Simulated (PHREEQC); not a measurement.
3.2 g of hydrous ferric oxide (600 m²/g; 0.2 weak and 0.005 strong sites per Fe, Dzombak-Morel constants, diffuse double layer) in 1 kg of water with 0.001 mol/kgw of an inert sodium salt and 0.0087 mol/kgw Na2SO4, 5.7e-05 mol/kgw PbCl2 and 0.00089 mol/kgw MgCl2, at 25 °C; the pH is set by adding NaOH or the inert anion's acid. O2 is buffered at 0.21 atm. The system is closed to CO2. No solid was allowed to form.

Model: ion-association model, wateq4f.dat, run in PHREEQC.

Task: Predict Mg sorbed (%) at pH = 4.75, 9.25, 9.62.

Result: 
```json
[
 {"pH": "4.75", "Mg sorbed (%)": "0.0"},
 {"pH": "9.25", "Mg sorbed (%)": "99.8"},
 {"pH": "9.62", "Mg sorbed (%)": "99.9"}
]
```
